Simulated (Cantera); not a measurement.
**Hydrocarbon pyrolysis for carbon deposition**

An isothermal, constant-pressure homogeneous reactor starts with C2H4 : H2 = 1 : 3.2 (molar parts), at 1748 K and 5700 Pa.

Computed with Cantera and GRI-Mech 3.0 (53 species, 325 reactions). GRI-Mech 3.0 was tuned for natural gas; its chemistry of ethylene as a main component is partial and can be far from experiment. GRI-Mech 3.0 stops at C3 and has no aromatics, soot or wall deposition, so with more carbon than oxygen in the feed, carbon stays in small species such as C2H2 where larger ones or solid carbon would form.

| t (s) | x C2H4 | x H2 | x C2H6 | x CH4 | x CH3 |
|---|---|---|---|---|---|
| 0.000400 | 0.227 | 0.764 | 3.00e-7 | 6.32e-7 | 4.36e-8 |
| 0.00189 | 0.178 | 0.773 | 1.08e-6 | 1.52e-5 | 1.88e-7 |
| 0.00894 | 0.0482 | 0.798 | 4.64e-7 | 8.14e-5 | 2.84e-7 |
| 0.0423 | 0.000302 | 0.807 | 9.10e-9 | 0.000121 | 2.20e-6 |
| 0.200 | 0.000297 | 0.807 | 9.44e-9 | 0.000203 | 4.41e-6 |
| 0.946 | 0.000296 | 0.806 | 1.11e-8 | 0.000573 | 1.25e-5 |
| 4.47 | 0.000296 | 0.806 | 2.12e-8 | 0.00143 | 3.10e-5 |
| 21.1 | 0.000296 | 0.806 | 2.33e-8 | 0.00155 | 3.36e-5 |
| 100 | 0.000296 | 0.806 | 2.33e-8 | 0.00155 | 3.36e-5 |
x: mole fraction; the columns are a selection and need not sum to one.

Equilibrium at this temperature and pressure: C2H4 0.000296, H2 0.806, C2H6 2.33e-8, CH4 0.00155, CH3 3.36e-5 (gas phase only).
